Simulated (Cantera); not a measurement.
**Counterflow diffusion flame**

A counterflow diffusion flame at 110000 Pa, nozzles 20 mm apart: fuel side 43.5 % CH4, 56.5 % N2 at 600 K, oxidiser side 27.0 % O2, 73.0 % N2 at 573 K, fuel mass flux 0.87 times the oxidiser's; mixture-averaged transport, no radiation.

Detailed kinetics in Cantera: GRI-Mech 3.0 (53 species, 325 reactions). GRI-Mech 3.0 has no aromatics or soot, which form on the fuel side of real flames. The maximum strain rate includes the flame's own expansion and is several times the mean.

| oxidiser flux (kg/m²/s) | max strain (1/s) | mean strain (1/s) | T max (K) | peak x OH | peak x H | peak x NO | peak x CO | peak x C2H2 |
|---|---|---|---|---|---|---|---|---|
| 0.28 | 190 | 45.1 | 2246 | 0.0107 | 0.00438 | 0.000450 | 0.0649 | 0.0120 |
| 0.41 | 268 | 66.0 | 2227 | 0.0107 | 0.00465 | 0.000410 | 0.0638 | 0.0114 |
| 0.62 | 392 | 99.8 | 2206 | 0.0108 | 0.00491 | 0.000367 | 0.0625 | 0.0107 |
| 0.93 | 571 | 150 | 2186 | 0.0107 | 0.00515 | 0.000321 | 0.0613 | 0.00997 |
| 1.4 | 838 | 225 | 2168 | 0.0106 | 0.00540 | 0.000276 | 0.0605 | 0.00933 |
| 2.1 | 1230 | 338 | 2145 | 0.0104 | 0.00558 | 0.000225 | 0.0598 | 0.00855 |
| 3.2 | 1820 | 515 | 2116 | 0.00993 | 0.00567 | 0.000169 | 0.0593 | 0.00753 |
| 4.8 | 2680 | 772 | 2082 | 0.00931 | 0.00559 | 0.000116 | 0.0590 | 0.00630 |
x: mole fraction; the columns are a selection and need not sum to one.
